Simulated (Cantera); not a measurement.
Input (Python, Cantera):

```python
import numpy as np
import cantera as ct

gas = ct.Solution("gri30.yaml")
gas.TPX = 400, 1000000, {'H2': 1, 'O2': 0.893, 'N2': 3.36, 'CO2': 0.15}
inlet = ct.Reservoir(gas, clone=True)
gas.equilibrate("HP")  # start burning
reactor = ct.IdealGasConstPressureReactor(gas, energy="on", clone=False)
exhaust = ct.Reservoir(gas, clone=True)
tau = [0.046, 0.024, 0.013, 0.0068, 0.0036, 0.0019, 0.001, 0.00053, 0.00028, 0.00015, 7.8e-05, 4.1e-05, 2.2e-05][0]
for a, b in ((inlet, reactor), (reactor, exhaust)):
    ct.MassFlowController(a, b, mdot=lambda t: reactor.mass / tau)
net = ct.ReactorNet([reactor])
show = ['H2', 'O2', 'HO2', 'H', 'N2O']

rows = []
print(f"{'tau/s':>10s}{'T/K':>9s}" + "".join(f"{s:>11s}" for s in show))
for tau in [0.046, 0.024, 0.013, 0.0068, 0.0036, 0.0019, 0.001, 0.00053, 0.00028, 0.00015, 7.8e-05, 4.1e-05, 2.2e-05]:
    net.initial_time = 0.0
    net.advance(30 * tau)
    before = gas.X
    net.advance(40 * tau)
    drift = np.max(np.abs(gas.X - before) / (gas.X + 1e-9))
    rows.append([gas.T, *gas[show].X, drift])
    print(f"{tau:10.3e}{gas.T:9.1f}" + "".join(f"{x:11.3e}" for x in gas[show].X))
```

It prints:

```
     tau/s      T/K         H2         O2        HO2          H        N2O
 4.600e-02   1789.4  4.566e-05  8.003e-02  2.192e-06  1.071e-06  6.228e-07
 2.400e-02   1788.9  6.988e-05  8.002e-02  2.852e-06  1.709e-06  7.815e-07
 1.300e-02   1788.2  1.057e-04  8.002e-02  3.883e-06  2.809e-06  1.001e-06
 6.800e-03   1787.1  1.645e-04  8.001e-02  5.645e-06  4.938e-06  1.314e-06
 3.600e-03   1785.6  2.540e-04  8.001e-02  8.401e-06  8.793e-06  1.690e-06
 1.900e-03   1783.5  3.928e-04  8.003e-02  1.273e-05  1.592e-05  2.083e-06
 1.000e-03   1780.5  6.081e-04  8.007e-02  1.944e-05  2.914e-05  2.400e-06
 5.300e-04   1776.2  9.364e-04  8.015e-02  2.951e-05  5.318e-05  2.550e-06
 2.800e-04   1769.9  1.444e-03  8.030e-02  4.463e-05  9.733e-05  2.507e-06
 1.500e-04   1760.9  2.204e-03  8.055e-02  6.621e-05  1.752e-04  2.314e-06
 7.800e-05   1747.3  3.435e-03  8.098e-02  9.849e-05  3.214e-04  2.019e-06
 4.100e-05   1727.5  5.333e-03  8.170e-02  1.426e-04  5.756e-04  1.690e-06
 2.200e-05   1699.3  8.254e-03  8.285e-02  1.998e-04  9.897e-04  1.363e-06
```

Cantera simulation using GRI-Mech 3.0 (53 species, 325 reactions); the numbers are that mechanism's predictions, not measurements. The hydrogen kinetics of GRI-Mech 3.0 are dated; newer H2 mechanisms differ, most at raised pressure.
